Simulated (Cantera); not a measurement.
Feed: 1 mol SiO2, 1.7 mol MgO, 0.1 mol O2, held at 1500 K and 40.0 Pa.

Equilibrium computed with Cantera from the NASA thermochemical tables; the gas is ideal and each condensed phase is pure. Candidate condensed phases: Mg, MgO, MgSiO3, Mg2SiO4, Si, SiO2; 11 gas species. Mutual solubility and eutectic melting of coexisting phases are not modelled. Condensed phases not in the tables: alloys, solid solutions and most ternary compounds. The numbers say what is thermodynamically allowed, not how fast it happens.

**Question.** What is the equilibrium state?

**Answer.** 
* **x(O2)**: 1.000
* **x(O)**: 0.000203
* **n(MgSiO3(s))**: 0.300 mol
* **n(Mg2SiO4(s))**: 0.700 mol
* **gas amount**: 0.1000 mol
* **log10 activity of Mg(l) (absent)**: -14.46
* **log10 activity of Si(s) (absent)**: -19.15
